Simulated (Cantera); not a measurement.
A closed system holds: 1 mol C2H6, 0.044 mol CO2, 0.12 mol O2, equilibrated at 4.90 bar.

Equilibrium computed with Cantera from the NASA thermochemical tables; the gas is ideal and each condensed phase is pure. Candidate condensed phases: C, C6H6, C7H8, C8H18, H2O; 131 gas species. Ions and electrons are included (thermal ionisation). Rates play no part. All values below are at 2500 K.

Base state: H2 0.881, CO 0.0981, H 0.0107, C2H2 (acetylene) 0.00953, CH4 0.000570, CH3 0.000124, C4H2 4.26e-5, C2H4 2.99e-5 (mole fractions); condensed: C(graphite).

### Question
What changes in the equilibrium state with this change: pressure from 4.90 bar to 0.480 bar?

### Answer
```csv
species,before,after
H2,0.881,0.860
CO,0.0981,0.0969
H,0.0107,0.0337
C2H4,2.99e-5,2.79e-6
CH4,0.000570,5.33e-5
H2O,1.03e-5,9.72e-7
CH3,0.000124,3.75e-5
C2H,8.28e-6,2.61e-5
"C(graphite), mol",1.65,1.65
```

### Question
What changes in the equilibrium state with this change: pressure from 4.90 bar to 31.0 Pa?

### Answer
```tsv
species	before	after
H	0.0107	0.694
H2	0.881	0.236
CO	0.0981	0.0641
CH4	0.000570	2.60e-9
C2H4	2.99e-5	<1e-9
C	3.40e-8	0.000537
C2	9.35e-9	0.000148
C(graphite), mol	1.65	1.66
```

### Question
What changes in the equilibrium state with this change: CO2 from 0.044 to 0.24 mol?

### Answer
```csv
species,before,after
H2,0.881,0.788
CO,0.0981,0.193
H,0.0107,0.0101
C2H2 (acetylene),0.00953,0.00852
H2O,1.03e-5,1.81e-5
CH4,0.000570,0.000457
"C(graphite), mol",1.65,1.45
```
